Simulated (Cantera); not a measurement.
A closed system holds: 1 mol borazine, 5.5 mol NH₃, 4.7 mol N₂, at 1200 °C and 1.20 mbar.

These are equilibrium values from Cantera (NASA tables, ideal gas, pure condensed phases), not measurements of a reactor. Candidate condensed phases: B, BN; 15 gas species. The feed counts by its element totals alone. Kinetics and transport are ignored.

Base state: H₂ 0.601, N₂ 0.398, H 0.000283 (mole fractions); condensed: BN(s).

Problem. What changes in the equilibrium state with this change: temperature from 1200 °C to 1752 °C?

Solution. 
```json
[
 {"species": "H₂", "before": "0.601", "after": "0.568"},
 {"species": "N₂", "before": "0.398", "after": "0.390"},
 {"species": "H", "before": "0.000283", "after": "0.0419"},
 {"species": "BH₂", "before": "1.05e-8", "after": "0.000185"},
 {"species": "B", "before": "<1e-9", "after": "0.000101"},
 {"species": "BN(s), mol", "before": "3.00", "after": "2.99"}
]
```
The tables' values for BH₂ are old estimates; treat these amounts as uncertain.
